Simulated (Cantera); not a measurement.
Feed: 1 mol Ti, 2.6 mol CO, 4.4 mol H2, equilibrated at 1300 K.

Equilibrium computed with Cantera from the NASA thermochemical tables; the gas is ideal and each condensed phase is pure. Candidate condensed phases: C, C6H6, C7H8, C8H18, H2O, Ti, TiC, TiO, TiO2, Ti2O3, Ti3O5, Ti4O7; 113 gas species. Mutual solubility and eutectic melting of coexisting phases are not modelled. TiC: taken at fixed stoichiometry. Condensed phases not in the tables: Magnéli phases beyond Ti4O7. Gases not in the tables: TiO(OH)2. Equilibrium is a limit: real reactors are often held back by kinetics, nucleation or transport.

log p: log10 of the partial pressure in bar; n: condensed amount in mol.

```tsv
P (Pa)	log p H2	log p CO	log p CH4	log p H2O	log p CO2	log p H	n TiC(s)	n Ti2O3(s)	n C(graphite)	n Ti3O5(s)	n TiO2(rutile)	n Ti4O7(s)
10	-4.16	-4.51	-11.95	-9.18	…	-8.04	0.600	0.200	0	0	0	0
120	-3.08	-3.43	-9.15	-7.67	…	-7.50	0.600	0.200	0	0	0	0
1600	-1.96	-2.30	-6.22	-6.10	…	-6.94	0.600	0.200	0	0	0	0
19000	-0.81	-1.48	-3.72	-4.32	…	-6.36	0	0	1.66	0.333	0	0
240000	0.31	-0.48	-1.49	-2.22	…	-5.80	0	0	1.84	0	0.592	0.102
3000000	1.34	0.53	0.58	-0.17	…	-5.28	0	0	1.55	0	1.00	0
```

Q: Fill in the missing entries.

A: 
- 10, log p CO2: -9.77
- 120, log p CO2: -8.26
- 1600, log p CO2: -6.69
- 19000, log p CO2: -5.24
- 240000, log p CO2: -3.25
- 3000000, log p CO2: -1.23
